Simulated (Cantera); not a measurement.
Feed: 1 mol SiC, 0.36 mol Si, 0.087 mol H2, at 1.20 bar.

Method: chemical equilibrium by Gibbs-energy minimisation in Cantera with the NASA 1993 tables (ideal gas, pure condensed phases). Candidate condensed phases: C, C6H6, C7H8, C8H18, Si, SiC; 87 gas species. Mutual solubility and eutectic melting of coexisting phases are not modelled. Gases not in the tables: Si2H6 and higher silanes. Equilibrium is a limit: real reactors are often held back by kinetics, nucleation or transport. All values below are at 2023 K.

Base state: H2 0.998, H 0.00173, SiH2 0.000121, Si 4.74e-5, SiH 3.34e-5, CH4 2.85e-5 (mole fractions); condensed: Si(l) + SiC(s).

Question: What changes in the equilibrium state with this change: pressure from 1.20 bar to 12.0 Pa?

Answer: 
```csv
species,before,after
Si,4.74e-5,0.474
H2,0.998,0.394
H,0.00173,0.109
Si2C,1.43e-6,0.0143
CH4,2.85e-5,<1e-9
Si2,5.19e-7,0.00519
SiC2,7.76e-9,7.76e-5
Si3,1.10e-7,0.00110
"Si(l), mol",0.360,0.262
"SiC(s), mol",1.000,0.997
```
